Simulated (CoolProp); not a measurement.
Saturated liquid density (kg/m³) of hydrogen chloride: the reference equation beside estimates from Tc = 324.7 K, pc = 83.14 bar, ω = 0.130. Rackett uses Z = 0.29056 − 0.08775 ω.

Model: reference Helmholtz-energy equation of state, Thol 2018, in CoolProp.

```tsv
T (K)	reference	Rackett	van der Waals	Redlich-Kwong	Soave-Redlich-Kwong	Peng-Robinson
244.1	1030	947.4	610.4	874.7	891.4	1011
250.9	1008	927.4	597.1	850.8	868.1	984.5
257.6	985.7	906.9	583.3	826.0	843.7	957.1
264.4	961.3	885.0	568.5	799.3	817.3	927.2
271.2	935.5	861.8	552.8	771.0	789.1	895.0
278	907.8	837.2	536.0	740.8	758.7	860.2
284.8	877.9	810.6	517.9	708.2	725.8	822.2
291.5	845.4	782.0	498.4	673.4	690.2	780.9
298.3	808.4	749.7	476.5	634.4	650.1	734.0
305.1	765.4	712.6	451.5	590.4	604.4	680.4
```

Absolute difference from the reference over all 10 rows, mean and median: Rackett 7.7 and 7.8 %, van der Waals 40.9 and 40.9 %, Redlich-Kwong 18.4 and 18.0 %, Soave-Redlich-Kwong 16.5 and 16.0 %, Peng-Robinson 5.4 and 4.8 %.
